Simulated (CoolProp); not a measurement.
The numbers come from the reference Helmholtz-energy equation of state, Kamei 1995 in CoolProp.

### Question
For R22, give the phase and the Joule-Thomson coefficient (K/MPa), conductivity (mW/(m K)) at -132.85 °C and 5.49 MPa; -121.15 °C and 5.49 MPa; -117.25 °C and 5.49 MPa.

### Answer
- -132.85 °C and 5.49 MPa: liquid; Joule-Thomson coefficient -0.445, conductivity 163
- -121.15 °C and 5.49 MPa: liquid; Joule-Thomson coefficient -0.440, conductivity 157
- -117.25 °C and 5.49 MPa: liquid; Joule-Thomson coefficient -0.439, conductivity 154

Thermal conductivity comes from a separate model (McLinden 2000), an estimate that may be off by 10 % or more.
